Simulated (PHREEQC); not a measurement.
Solution (27 °C): 0.077 mol/kgw HCl and 6.5e-05 mol/kgw AlCl3. Closed to the air; pH follows from the charge balance.

Computed with PHREEQC (ion-association model, phreeqc.dat).

Problem. The ionic strength comes out as 0.0774 mol/kgw. What activity coefficients do Cl-, H+, Al+3 get?

Solution. Cl- 0.78, H+ 0.84, Al+3 0.20.

Precipitation was switched off in this run. Species that the database lacks are ignored.
